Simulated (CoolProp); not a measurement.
Aqueous potassium formate as a coolant, 21 % by mass, freezing at -12.4 °C, 1 atm.

Model: Melinder's fits for secondary coolants, in CoolProp.

```tsv
T (°C)	conductivity (W/(m K))	viscosity (mPa s)	density (kg/m³)	cp (kJ/(kg K))
-10.4	0.519	___	1137	3.385
-3.7	___	2.55	1136	3.394
2.9	0.536	2.11	1134	3.402
9.5	0.545	1.77	1132	3.411
16.2	___	1.51	___	3.420
22.8	___	1.31	1128	3.429
29.5	0.570	1.15	1125	3.438
36.1	___	1.01	1123	3.446
```

Task: Complete the blanks.

Result: 
- -10.4, viscosity (mPa s): 3.17
- -3.7, conductivity (W/(m K)): 0.527
- 16.2, conductivity (W/(m K)): 0.553
- 16.2, density (kg/m³): 1130
- 22.8, conductivity (W/(m K)): 0.562
- 36.1, conductivity (W/(m K)): 0.579
